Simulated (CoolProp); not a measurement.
Vapour-liquid equilibrium of CHF3 (R23) (1) + R22 (2) at 20.8 kPa; x and y are mole fractions of (1).

Model: multi-fluid Helmholtz-energy mixture model, Penoncello 2003 and Kamei 1995; pair parameters Bell 2016, in CoolProp.

Question: Give the bubble temperature and the first vapour's composition at x = 0.65, 0.85, 0.95. Is there an azeotrope?

Answer: x = 0.65: -101.4 °C, y = 0.963; x = 0.85: -103.8 °C, y = 0.984; x = 0.95: -105.0 °C, y = 0.995. No azeotrope shows between x = 0.05 and 0.95.

The pair parameters rest on a limited set of measurements; away from them the model extrapolates.
